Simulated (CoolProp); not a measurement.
Properties of R143a along the isobar 31 bar.

The numbers come from the reference Helmholtz-energy equation of state, Lemmon and Jacobsen 2000 in CoolProp.

| T (K) | phase | density (kg/m³) | cp (kJ/(kg K)) |
|---|---|---|---|
| 238.6 | liquid | 1140 | 1.348 |
| 266.2 | liquid | 1060 | (withheld) |
| 293.8 | liquid | 965.1 | (withheld) |
| 321.4 | liquid | 834.1 | 1.913 |
| 349 | gas | 146.0 | 1.847 |
| 376.7 | gas | (withheld) | (withheld) |
| 404.3 | gas | 95.49 | (withheld) |
| 431.9 | gas | (withheld) | 1.321 |

Problem. Some entries are withheld; supply them.

Solution. 
- 266.2, cp (kJ/(kg K)): 1.437
- 293.8, cp (kJ/(kg K)): 1.575
- 376.7, density (kg/m³): 112.1
- 376.7, cp (kJ/(kg K)): 1.419
- 404.3, cp (kJ/(kg K)): 1.337
- 431.9, density (kg/m³): 84.58
